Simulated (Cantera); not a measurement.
Input: 1 mol Cu2O, 4.9 mol C, 2.7 mol H2, equilibrated at 12000 Pa.

These are equilibrium values from Cantera (NASA tables, ideal gas, pure condensed phases), not measurements of a reactor. Candidate condensed phases: C, C6H6, C7H8, C8H18, Cu, CuO, Cu(OH)2, Cu2O, H2O; 113 gas species. The numbers say what is thermodynamically allowed, not how fast it happens.

### Question
At 875 °C, list the 5 most abundant gas species with their mole fractions, and the condensed phases.

### Answer
H2 0.728, CO 0.269, CH4 0.00151, H2O 0.00113, CO2 0.000354. Condensed: C(graphite) + Cu(s).
